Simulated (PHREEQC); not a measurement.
PHREEQC input (ion-association model, phreeqc.dat):

```
SOLUTION_MASTER_SPECIES
  Amm  AmmH+  0  AmmH  17.031  # ammonia with no redox link, constants of NH4+
SOLUTION_SPECIES
  AmmH+ = AmmH+
    -log_k 0
    -gamma 2.5 0
    -dw 1.98e-9
  AmmH+ = Amm + H+
    -log_k -9.252
    -delta_h 12.48 kcal
    -analytic 0.6322 -0.001225 -2835.76
    -dw 2.28e-9
  AmmH+ + SO4-2 = AmmHSO4-
    -log_k 1.11
PHASES
  Amm(g)
    Amm = Amm
    -log_k 1.7966
    -analytic -18.758 3.3670e-4 2.5113e3 4.8619 39.192
    -T_c 405.6
    -P_c 111.3
    -Omega 0.25
EXCHANGE_SPECIES
  AmmH+ + X- = AmmHX
    -log_k 0.6
    -gamma 2.5 0
    -delta_h -2.4
SOLUTION 0
  temp 25
  units mmol/kgw
  pH 7 charge
  Cl 24.71
  K 1.7
  Amm 23
  O(0) 1 O2(g) -0.68
SOLUTION 1-40
  temp 25
  units mmol/kgw
  pH 7 charge
  S(6) 0.62
  Amm 1.24
  Cl 0.88
  Li 0.87
  O(0) 1 O2(g) -0.68
END
EXCHANGE 1-40
  X 0.027
  -equilibrate 1
END
SELECTED_OUTPUT 1
  -reset false
  -pH true
  -pe true
  -ionic_strength true
  -water true
  -step true
  -totals Amm Cl K Li S S(-2) S(6)
  -molalities AmmHX LiX KX
  -saturation_indices Sylvite
PRINT
  -reset false
TRANSPORT
  -cells 40
  -shifts 198
  -lengths 0.025
  -time_step 60
  -dispersivities 0.035
  -boundary_conditions flux flux
  -correct_disp true
  -punch_cells 40
  -punch_frequency 6
END
# ... the last block is repeated for the other 33 points of pore volumes
```

Selected output (columns that matter, 16 of 34 rows; pore volumes added in front):

```
pore volumes	pH	mu	Amm	Cl	K	Li	S	m_LiX	m_KX	si_Sylvite
0	5.04	0.00272	0.00124	0.00088	0	0.00087	0.00062	0.0034645	0	-1000
0.3125	5.04	0.00272	0.00124	0.00088003	0	0.00087001	0.00062	0.0034645	0	-1000
0.6125	5.0402	0.0035779	0.0017618	0.0018171	7.5126e-25	0.0012365	0.00059562	0.0034645	1.2668e-23	-27.823
1.0625	5.0284	0.016791	0.011032	0.016165	8.128e-08	0.0055675	0.00022233	0.0025779	2.267e-07	-9.896
1.3625	5.0141	0.022611	0.019391	0.02245	2.4831e-05	0.0031412	5.8801e-05	0.00088276	4.2044e-05	-7.2836
1.6625	5.0081	0.024297	0.023058	0.024266	0.00019728	0.0010235	1.1563e-05	0.00024551	0.00028514	-6.3536
1.9625	5.0068	0.024642	0.02384	0.024637	0.00051682	0.00027372	1.9122e-06	6.2906e-05	0.00071568	-5.9296
2.2625	5.007	0.0247	0.023757	0.024699	0.00086614	6.6347e-05	2.8433e-07	1.5055e-05	0.0011843	-5.7043
2.7125	5.0076	0.024709	0.023414	0.024709	0.0012786	7.1087e-06	1.4453e-08	1.6025e-06	0.0017367	-5.535
3.0125	5.0079	0.02471	0.023246	0.02471	0.0014527	1.5308e-06	1.8855e-09	3.4441e-07	0.0019694	-5.4796
3.3125	5.008	0.02471	0.023138	0.02471	0.0015615	3.2152e-07	2.396e-10	7.2253e-08	0.0021143	-5.4482
3.6125	5.0081	0.02471	0.023075	0.02471	0.0016251	6.6307e-08	2.9882e-11	1.4891e-08	0.0021991	-5.4309
3.9125	5.0082	0.02471	0.023039	0.02471	0.0016606	1.3489e-08	3.6765e-12	3.0282e-09	0.0022463	-5.4215
4.3625	5.0083	0.02471	0.023014	0.02471	0.0016856	1.2151e-09	1.5583e-13	2.7271e-10	0.0022795	-5.415
4.6625	5.0083	0.02471	0.023007	0.02471	0.0016928	2.4198e-10	1.8783e-14	5.4304e-11	0.002289	-5.4132
4.9625	5.0083	0.02471	0.023004	0.02471	0.0016964	4.7934e-11	2.253e-15	1.0757e-11	0.0022939	-5.4122
```

Complexes and solids missing from the database can't appear.
